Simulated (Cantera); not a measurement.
An isothermal, constant-pressure homogeneous reactor starts with 35.7 % CH₄, 21.4 % CO₂, 42.9 % H₂, at 1575 K and 0.133 bar.

Computed with Cantera and GRI-Mech 3.0 (53 species, 325 reactions). GRI-Mech 3.0 stops at C3 and has no aromatics, soot or wall deposition, so with more carbon than oxygen in the feed, carbon stays in small species such as C2H2 where larger ones or solid carbon would form.

One state of this run: x CH₄ = 0.0902; x CO₂ = 0.0292; x H₂ = 0.500; x OH = 6.27e-7; x C₂H₆ = 2.66e-5; x O₂ = 3.04e-12. x: mole fraction; the columns are a selection and need not sum to one.

**Question.** Which value of t (s) does it belong to?
(A) 200
(B) 1.000
(C) 0.0144
(D) 0.00173

**Answer.** B, 1.000
